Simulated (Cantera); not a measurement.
Input: 1 mol CH3Cl, equilibrated at 2823 K and 73000 Pa.

Cantera equilibrium calculation (NASA polynomials, part measured and part estimated; ideal gas, pure solids and liquids). Candidate condensed phases: C, C6H6, C7H8, C8H18; 91 gas species. The numbers say what is thermodynamically allowed, not how fast it happens.

Base state: H2 0.443, HCl 0.425, H 0.0691, Cl 0.0457, C2H2 (acetylene) 0.0160, C2H 0.000326, C2HCl 0.000279, C4H2 0.000239 (mole fractions); condensed: C(graphite).

**Question.** What changes in the equilibrium state with this change: temperature from 2823 K to 1023.15 K?

**Answer.** 
| species | before | after |
|---|---|---|
| HCl | 0.425 | 0.506 |
| H2 | 0.443 | 0.481 |
| CH4 | 1.37e-5 | 0.0127 |
| H | 0.0691 | 3.37e-9 |
| Cl | 0.0457 | 3.27e-9 |
| C2H2 (acetylene) | 0.0160 | 1.01e-9 |
| C2H | 0.000326 | <1e-9 |
| C2HCl | 0.000279 | <1e-9 |
| C4H2 | 0.000239 | <1e-9 |
| C(graphite), mol | 0.927 | 0.975 |
